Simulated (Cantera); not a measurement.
Feed: 1 mol SiO2, a varied amount of CH4, 0.79 mol N2, equilibrated at 1677 °C and 101000 Pa.

Cantera equilibrium calculation (NASA polynomials, part measured and part estimated; ideal gas, pure solids and liquids). Candidate condensed phases: C, C6H6, C7H8, C8H18, H2O, Si, SiC, SiO2, Si2N2O, Si3N4; 151 gas species. Mutual solubility and eutectic melting of coexisting phases are not modelled. The tables hold silica as quartz up to 1696 K and as liquid above; real silica turns to tridymite and cristobalite and melts near 1996 K. Rates play no part.

### Question
What share of the Si ends up in condensed phases as a function of n(CH4) (mol), at 0.34, 0.49, 0.63, 0.78, 0.93, 1.1, 1.2, 1.4, 1.5, 1.7?

### Answer
```json
[
 {"n(CH4) (mol)": "0.34", "Si condensed (%)": "94.9", "as": "SiO2(condensed) + Si2N2O(s)"},
 {"n(CH4) (mol)": "0.49", "Si condensed (%)": "93.1", "as": "SiO2(condensed) + Si2N2O(s)"},
 {"n(CH4) (mol)": "0.63", "Si condensed (%)": "91.1", "as": "SiO2(condensed) + Si2N2O(s)"},
 {"n(CH4) (mol)": "0.78", "Si condensed (%)": "88.9", "as": "SiO2(condensed) + Si2N2O(s)"},
 {"n(CH4) (mol)": "0.93", "Si condensed (%)": "86.3", "as": "SiO2(condensed) + Si2N2O(s)"},
 {"n(CH4) (mol)": "1.1", "Si condensed (%)": "83.1", "as": "SiO2(condensed) + Si2N2O(s)"},
 {"n(CH4) (mol)": "1.2", "Si condensed (%)": "81.1", "as": "SiO2(condensed) + Si2N2O(s)"},
 {"n(CH4) (mol)": "1.4", "Si condensed (%)": "80.0", "as": "Si2N2O(s)"},
 {"n(CH4) (mol)": "1.5", "Si condensed (%)": "88.6", "as": "SiC(s) + Si2N2O(s)"},
 {"n(CH4) (mol)": "1.7", "Si condensed (%)": "88.2", "as": "SiC(s) + Si2N2O(s)"}
]
```
